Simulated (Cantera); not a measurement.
A Cantera script and what it prints.

```python
import numpy as np
import cantera as ct

gas_names = [...]  # 97 gases of nasa_gas.yaml made of Al, C, H, N
cond_names = """
    AL(cr) AL(L) ALN(s) C(gr) C6H6(L) C7H8(L) C8H18(L),n-octa
""".split()


# ... load() reads the species with a 1 bar reference pressure and builds the phases ...
atoms = {
    'Al(CH3)3': {'AL': 1, 'C': 3, 'H': 9},
    'NH3': {'N': 1, 'H': 3},
    'N2': {'N': 2},
}
top_T = {'ALN(s)': 2750, 'C(gr)': 4500}  # K; cautious upper limits of use, not melting points


# ... equilibrate(T, P, feed) seeds the gas with the atoms and calls Mixture.equilibrate('TP', solver="vcs", rtol=1e-11, max_steps=5000) ...
results = []
feed = {'Al(CH3)3': 1, 'NH3': 50, 'N2': 990}  # mol
T = 1650  # K
P = 510  # Pa
mix = equilibrate(T, P, feed)
results.append((T, P, feed, dict(zip(mix.species_names, mix.species_moles))))
x = sorted(zip(gas.X, gas.species_names), reverse=True)
print(f"T = {T:g} K  P = {P:g} Pa  gas = {mix.phase_moles(0):.4g} mol")
print("   x: " + "  ".join(f"{s} {v:.3e}" for v, s in x if v > 1e-05))
print("   condensed (mol): " + ("  ".join(f"{mix.phase(i).name} {mix.phase_moles(i):.4g}"
      for i in range(1, mix.n_phases) if mix.phase_moles(i) > 1e-12) or "none"))
```

It prints:

```
T = 1650 K  P = 510 Pa  gas = 1094 mol
   x: N2 9.268e-01  H2 7.211e-02  HCN 7.142e-04  H 3.416e-04  HNC 1.876e-05  AL 1.820e-05
   condensed (mol): ALN(s) 0.9798  C(gr) 2.191
```

Equilibrium computed with Cantera from the NASA thermochemical tables; the gas is ideal and each condensed phase is pure. The feed counts by its element totals alone.
